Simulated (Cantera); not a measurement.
# Reactions in the system N-Nb-O

Cantera with NASA thermochemical tables; ideal gases at 1 bar, condensed phases pure. Values are per mole of reaction as written; species without (g) are pure solids or liquids, kept so even where they would boil at 1 bar.

Nb2O5 + NO(g) ⇌ 2 NbO2 + NO2(g)

```json
[
 {"T (K)": "300", "ΔH° (kJ)": "252.5", "ΔS° (J/K)": "1.0", "ΔG° (kJ)": "252.2", "log10 K": "-43.92", "condensed phases": "Nb2O5(s), NbO2(s)"},
 {"T (K)": "1898", "ΔH° (kJ)": "157.9", "ΔS° (J/K)": "-49.1", "ΔG° (kJ)": "251.1", "log10 K": "-6.91", "condensed phases": "Nb2O5(l), NbO2(s)"},
 {"T (K)": "1923", "ΔH° (kJ)": "156.5", "ΔS° (J/K)": "-49.8", "ΔG° (kJ)": "252.3", "log10 K": "-6.85", "condensed phases": "Nb2O5(l), NbO2(s)"},
 {"T (K)": "1948", "ΔH° (kJ)": "155.2", "ΔS° (J/K)": "-50.5", "ΔG° (kJ)": "253.6", "log10 K": "-6.80", "condensed phases": "Nb2O5(l), NbO2(s)"},
 {"T (K)": "1973", "ΔH° (kJ)": "153.8", "ΔS° (J/K)": "-51.2", "ΔG° (kJ)": "254.8", "log10 K": "-6.75", "condensed phases": "Nb2O5(l), NbO2(s)"},
 {"T (K)": "1998", "ΔH° (kJ)": "152.4", "ΔS° (J/K)": "-51.9", "ΔG° (kJ)": "256.1", "log10 K": "-6.70", "condensed phases": "Nb2O5(l), NbO2(s)"},
 {"T (K)": "2023", "ΔH° (kJ)": "151.1", "ΔS° (J/K)": "-52.6", "ΔG° (kJ)": "257.4", "log10 K": "-6.65", "condensed phases": "Nb2O5(l), NbO2(s)"},
 {"T (K)": "2048", "ΔH° (kJ)": "149.7", "ΔS° (J/K)": "-53.2", "ΔG° (kJ)": "258.8", "log10 K": "-6.60", "condensed phases": "Nb2O5(l), NbO2(s)"}
]
```

N2(g) + 2 Nb2O5 ⇌ 4 NbO2(g) + 2 NO(g)

| T (K) | ΔH° (kJ) | ΔS° (J/K) | ΔG° (kJ) | log10 K | condensed phases |
|---|---|---|---|---|---|
| 300 | 3181.5 | 1046.4 | 2867.6 | -499.28 | Nb2O5(s) |
| 1898 | 2815.5 | 766.9 | 1359.9 | -37.42 | Nb2O5(l) |
| 1923 | 2810.0 | 764.0 | 1340.8 | -36.42 | Nb2O5(l) |
| 1948 | 2804.6 | 761.2 | 1321.7 | -35.44 | Nb2O5(l) |
| 1973 | 2799.2 | 758.5 | 1302.7 | -34.49 | Nb2O5(l) |
| 1998 | 2793.8 | 755.8 | 1283.8 | -33.56 | Nb2O5(l) |
| 2023 | 2788.4 | 753.1 | 1264.9 | -32.66 | Nb2O5(l) |
| 2048 | 2782.9 | 750.4 | 1246.1 | -31.78 | Nb2O5(l) |
